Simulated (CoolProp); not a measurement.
Computed with CoolProp (reference Helmholtz-energy equation of state, McLinden 2015).

For the fluoroketone C6F12O (FK-5-1-12), give the phase and the density (kg/m³), isothermal compressibility (1/MPa) at 500 K and 0.642 MPa.


- 500 K and 0.642 MPa: gas; density 52.9, isothermal compressibility 1.69
